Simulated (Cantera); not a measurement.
A freely propagating, adiabatic, planar premixed flame of H2 : O2 : N2 = 1 : 0.98 : 3.69 (molar parts), equivalence ratio 0.51, unburnt at 425 K and 101000 Pa; mixture-averaged transport, grid criteria slope 0.08 and curve 0.16, no radiation.

Computed with Cantera and the H2/O2 subset of GRI-Mech 3.0, which has no nitrogen chemistry. Burning velocities carry a grid error of a few per cent, more on coarse grids. Lean hydrogen flames are cellular in practice and burn faster than this planar one.

**Question.** How do the results move with these cheaper or finer settings: unity-Lewis-number transport; multicomponent transport; multicomponent+Soret transport; grid criteria slope 0.5, curve 1; grid criteria slope 0.25, curve 0.5; grid criteria slope 0.03, curve 0.06?

**Answer.** 
| setting | laminar burning velocity | thermal thickness | peak x(OH) | peak x(HO2) | grid points |
|---|---|---|---|---|---|
| as above | 110 cm/s | 0.404 mm | 0.00562 | 0.000322 | 110 |
| unity-Lewis-number transport | 140 cm/s | 0.285 mm | 0.00736 | 0.000263 | 107 |
| multicomponent transport | 110 cm/s | 0.398 mm | 0.00563 | 0.000324 | 111 |
| multicomponent+Soret transport | 97.9 cm/s | 0.408 mm | 0.00533 | 0.000309 | 110 |
| grid criteria slope 0.5, curve 1 | 133 cm/s | 0.443 mm | 0.00579 | 0.000321 | 38 |
| grid criteria slope 0.25, curve 0.5 | 113 cm/s | 0.429 mm | 0.00539 | 0.000309 | 47 |
| grid criteria slope 0.03, curve 0.06 | 110 cm/s | 0.398 mm | 0.00576 | 0.000326 | 249 |
Unity Lewis numbers drop preferential diffusion, which matters most where H2 and H carry the flame; Soret adds thermal diffusion.
